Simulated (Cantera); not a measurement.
Source: NASA polynomial tables (part measured, part estimated), evaluated in Cantera. Values are per mole of reaction as written; species without (g) are pure solids or liquids, kept so even where they would boil at 1 bar.

SiF4(g) = Si + 4 F(g), with ΔH° = 1932.6 kJ and ΔS° = 371.3 J/K at 300 K.

Question: How far is the shortcut ΔG° ≈ ΔH°(300 K) − T·ΔS°(300 K) from the full temperature-dependent value at 798, 948, 1098, 1248, 1398, 1548, 1698, 1848, 1998, 2148 K?

Answer: 
| T (K) | shortcut (kJ) | full (kJ) | difference (kJ) | difference in log10 K | condensed phases |
|---|---|---|---|---|---|
| 798 | 1636.3 | 1628.6 | 7.7 | -0.50 | Si(s) |
| 948 | 1580.6 | 1569.3 | 11.3 | -0.62 | Si(s) |
| 1098 | 1524.9 | 1509.7 | 15.2 | -0.72 | Si(s) |
| 1248 | 1469.2 | 1450.0 | 19.2 | -0.80 | Si(s) |
| 1398 | 1413.5 | 1390.1 | 23.4 | -0.87 | Si(s) |
| 1548 | 1357.9 | 1330.1 | 27.7 | -0.94 | Si(s) |
| 1698 | 1302.2 | 1269.8 | 32.3 | -1.00 | Si(l) |
| 1848 | 1246.5 | 1205.2 | 41.3 | -1.17 | Si(l) |
| 1998 | 1190.8 | 1140.5 | 50.3 | -1.31 | Si(l) |
| 2148 | 1135.1 | 1075.7 | 59.3 | -1.44 | Si(l) |
The shortcut ignores heat capacities and the phase changes listed.
